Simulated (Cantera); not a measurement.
A perfectly stirred reactor is fed with CH4 : CO2 : H2 = 1 : 0.57 : 0.36 (molar parts), at 1.00 bar; it is held at 2200 K, and followed from long to short residence time.

Computed with Cantera and GRI-Mech 3.0 (53 species, 325 reactions). GRI-Mech 3.0 stops at C3 and has no aromatics, soot or wall deposition, so with more carbon than oxygen in the feed, carbon stays in small species such as C2H2 where larger ones or solid carbon would form.

Problem. What does this change do: temperature 2200 to 1450 K?

Solution. 
```csv
quantity,before,after
x(CH4) at τ = 1.10 s,0.00137,0.327
x(CO2) at τ = 1.10 s,8.42e-5,0.175
x(H2) at τ = 1.10 s,0.607,0.265
x(CH2) at τ = 1.10 s,1.96e-6,8.39e-10
x(H2O2) at τ = 1.10 s,<1e-12,<1e-12
x(CH4) at τ = 22.0 ms,0.00831,0.512
x(CO2) at τ = 22.0 ms,0.00308,0.293
x(H2) at τ = 22.0 ms,0.581,0.189
x(CH2) at τ = 22.0 ms,1.10e-5,6.37e-10
x(H2O2) at τ = 22.0 ms,3.32e-12,<1e-12
```

Problem. What does this change do: temperature 2200 to 1950 K?

Solution. 
```tsv
quantity	before	after
x(CH4) at τ = 1.10 s	0.00137	0.00646
x(CO2) at τ = 1.10 s	8.42e-5	0.00120
x(H2) at τ = 1.10 s	0.607	0.598
x(CH2) at τ = 1.10 s	1.96e-6	3.74e-7
x(H2O2) at τ = 1.10 s	<1e-12	<1e-12
x(CH4) at τ = 22.0 ms	0.00831	0.0353
x(CO2) at τ = 22.0 ms	0.00308	0.0186
x(H2) at τ = 22.0 ms	0.581	0.495
x(CH2) at τ = 22.0 ms	1.10e-5	2.29e-6
x(H2O2) at τ = 22.0 ms	3.32e-12	5.45e-12
```
